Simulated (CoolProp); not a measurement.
Vapour-liquid equilibrium of C2F6 (R116) (1) + R22 (2) at 208.2 K; x and y are mole fractions of (1).

Values from CoolProp's multi-fluid Helmholtz-energy mixture model, Lemmon 2006 and Kamei 1995; pair parameters Bell 2016.

**Question.** Give the bubble pressure and the first vapour's composition at x = 0.2, 0.575, 0.95. Is there an azeotrope?

**Answer.** x = 0.2: 1.526 bar, y = 0.832; x = 0.575: 1.740 bar, y = 0.862; x = 0.95: 1.931 bar, y = 0.963. No azeotrope shows between x = 0.05 and 0.95.

Pair parameters are fitted to limited data, so mixtures are less certain than the pure fluids. With so large a gap from Raoult's law the liquid may split in two, which this calculation doesn't test in full.
